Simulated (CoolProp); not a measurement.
Vapour-liquid equilibrium of R22 (1) + C3F8 (R218) (2) at 0.123 MPa; x and y are mole fractions of (1).

Values from CoolProp's multi-fluid Helmholtz-energy mixture model, Kamei 1995 and Lemmon 2006; pair parameters Bell 2016.

```csv
x,bubble temperature (°C),y at the bubble point,dew temperature at overall composition x (°C),liquid density (mol/L)
0.05,-35.2,0.152,-33.3,8.737
0.2,-40.3,0.407,-36.1,9.515
0.35,-42.3,0.517,-39.1,10.36
0.5,-43.0,0.572,-42.0,11.33
0.65,-43.0,0.609,-42.7,12.50
0.8,-42.5,0.666,-40.2,13.91
0.95,-39.4,0.845,-37.5,15.57
```

y crosses x between x = 0.5 and 0.65: the model has an azeotrope there.

Pair parameters are fitted to limited data, so mixtures are less certain than the pure fluids.
